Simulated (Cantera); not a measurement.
A perfectly stirred reactor is fed with H2 : O2 : N2 = 0.51 : 1 : 12 (molar parts), equivalence ratio 0.26, at 39000 Pa; it is held at 1298 K, and followed from long to short residence time.

Computed with Cantera and the H2/O2 subset of GRI-Mech 3.0, which has no nitrogen chemistry. The temperature is held fixed by assumption; the heat of reaction is taken as removed at once.

What does this change do: pressure from 39000 Pa to 100000 Pa?


```json
[
 {"quantity": "x(H2) at τ = 17.0 s", "before": "6.07e-6", "after": "3.56e-6"},
 {"quantity": "x(O2) at τ = 17.0 s", "before": "0.0562", "after": "0.0562"},
 {"quantity": "x(O) at τ = 17.0 s", "before": "6.62e-6", "after": "1.79e-6"},
 {"quantity": "x(HO2) at τ = 17.0 s", "before": "2.06e-7", "after": "1.66e-7"},
 {"quantity": "x(H2O) at τ = 17.0 s", "before": "0.0384", "after": "0.0385"},
 {"quantity": "x(H2) at τ = 0.240 s", "before": "9.94e-5", "after": "6.04e-5"},
 {"quantity": "x(O2) at τ = 0.240 s", "before": "0.0561", "after": "0.0562"},
 {"quantity": "x(O) at τ = 0.240 s", "before": "0.000115", "after": "3.15e-5"},
 {"quantity": "x(HO2) at τ = 0.240 s", "before": "2.21e-6", "after": "2.30e-6"},
 {"quantity": "x(H2O) at τ = 0.240 s", "before": "0.0382", "after": "0.0384"}
]
```

What does this change do: H2 0.51 to 0.96 parts?


| quantity | before | after |
|---|---|---|
| x(H2) at τ = 17.0 s | 6.07e-6 | 1.17e-5 |
| x(O2) at τ = 17.0 s | 0.0562 | 0.0386 |
| x(O) at τ = 17.0 s | 6.62e-6 | 6.67e-6 |
| x(HO2) at τ = 17.0 s | 2.06e-7 | 2.83e-7 |
| x(H2O) at τ = 17.0 s | 0.0384 | 0.0712 |
| x(H2) at τ = 0.240 s | 9.94e-5 | 0.000197 |
| x(O2) at τ = 0.240 s | 0.0561 | 0.0385 |
| x(O) at τ = 0.240 s | 0.000115 | 0.000118 |
| x(HO2) at τ = 0.240 s | 2.21e-6 | 2.85e-6 |
| x(H2O) at τ = 0.240 s | 0.0382 | 0.0708 |
